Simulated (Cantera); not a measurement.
**Stirred combustor or abatement burner**

A perfectly stirred reactor is fed with 27.5 % CO, 1.15 % H2, 8.96 % O2, 44.0 % N2, 18.4 % CO2, at 3750 Torr; it is adiabatic with a 625 K inlet, and is followed from long to short residence time, starting on the burning branch (τ in s: 0.14, 0.052, 0.02, 0.0074, 0.0028, 0.0011, 0.0004, 0.00015, 5.7e-05).

Cantera simulation using GRI-Mech 3.0 (53 species, 325 reactions); the numbers are that mechanism's predictions, not measurements. The hydrogen kinetics of GRI-Mech 3.0 are dated; newer H2 mechanisms differ, most at raised pressure.

```csv
τ (s),T (K),x CO,x H2,x O2,x H2O,x CO2
0.14,1923,0.117,0.000826,0.000201,0.0117,0.387
0.052,1919,0.118,0.000826,0.000432,0.0116,0.386
0.020,1911,0.119,0.000830,0.000910,0.0115,0.385
0.0074,1894,0.121,0.000842,0.00192,0.0113,0.382
0.0028,1865,0.124,0.000867,0.00376,0.0110,0.377
0.0011,1820,0.130,0.000912,0.00667,0.0106,0.370
0.00040,1744,0.140,0.000985,0.0114,0.0100,0.357
0.00015,1631,0.154,0.00109,0.0188,0.00948,0.338
5.7e-5,625,0.275,0.0115,0.0896,<1e-12,0.184
```
x: mole fraction; the columns are a selection and need not sum to one.
